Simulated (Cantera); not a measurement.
Charge: 1 mol Ta2O5, 1.1 mol H2, equilibrated at 3.70 bar.

These are equilibrium values from Cantera (NASA tables, ideal gas, pure condensed phases), not measurements of a reactor. Candidate condensed phases: H2O, Ta, Ta2O5; 12 gas species. Mutual solubility and eutectic melting of coexisting phases are not modelled. Condensed phases not in the tables: N, O or C dissolved in the metal. Equilibrium is a limit: real reactors are often held back by kinetics, nucleation or transport.

log p: log10 of the partial pressure in bar; n: condensed amount in mol.

| T (K) | log p H2 | log p H2O | log p H | log p TaO2 | log p OH | n Ta(s) | n Ta2O5(s) | n Ta2O5(l) |
|---|---|---|---|---|---|---|---|---|
| 1975 | 0.57 | -2.22 | -2.58 | -6.17 | -6.39 | 0.000720 | 1.000 | 0 |
| 2000 | 0.57 | -2.17 | ___ | ___ | ___ | ___ | 1.000 | 0 |
| 2025 | 0.57 | -2.12 | -2.43 | -5.79 | -6.10 | 0.000895 | 1.000 | 0 |
| 2050 | 0.57 | -2.08 | ___ | ___ | ___ | ___ | 1.000 | 0 |
| 2075 | 0.57 | -2.04 | -2.29 | -5.44 | -5.84 | 0.00109 | 0 | 0.999 |
| 2100 | 0.57 | -2.00 | -2.22 | -5.29 | -5.72 | 0.00118 | 0 | 0.999 |
| 2125 | 0.57 | -1.97 | -2.16 | -5.13 | -5.60 | 0.00128 | 0 | 0.999 |

Complete the blanks.


- 2050, log p H: -2.36
- 2050, log p TaO2: -5.61
- 2050, log p OH: -5.97
- 2050, n Ta(s): 0.000994
- 2000, log p H: -2.51
- 2000, log p TaO2: -5.98
- 2000, log p OH: -6.24
- 2000, n Ta(s): 0.000804
